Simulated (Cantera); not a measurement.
## Equilibrium for carbon deposition, reforming and gasification: CO + O2 + N2

Charge: 1 mol CO, 0.099 mol O2, a varied amount of N2, equilibrated at 773.15 K and 1.50 bar.

Equilibrium computed with Cantera from the NASA thermochemical tables; the gas is ideal and each condensed phase is pure. Candidate condensed phases: C; 24 gas species. Rates play no part.

```tsv
n(N2) (mol)	log p N2	log p CO2	log p CO	n C(graphite)
0.53	-0.16	-0.12	-1.25	0.380
0.85	-0.06	-0.23	-1.31	0.377
1.4	0.02	-0.37	-1.38	0.373
2.2	0.07	-0.52	-1.45	0.368
3.5	0.10	-0.69	-1.54	0.361
5.6	0.13	-0.88	-1.63	0.352
9	0.15	-1.08	-1.73	0.341
14	0.16	-1.27	-1.83	0.328
23	0.16	-1.49	-1.94	0.310
37	0.17	-1.71	-2.05	0.289
```
log p: log10 of the partial pressure in bar; n: condensed amount in mol.

From 0.53 mol N2 to 37 mol N2 the condensed part is C(graphite). The main C-bearing gas is CO2 throughout. The share of C in condensed phases is highest at 0.53 mol N2 (38.0 %) and lowest at 37 mol N2 (28.9 %).
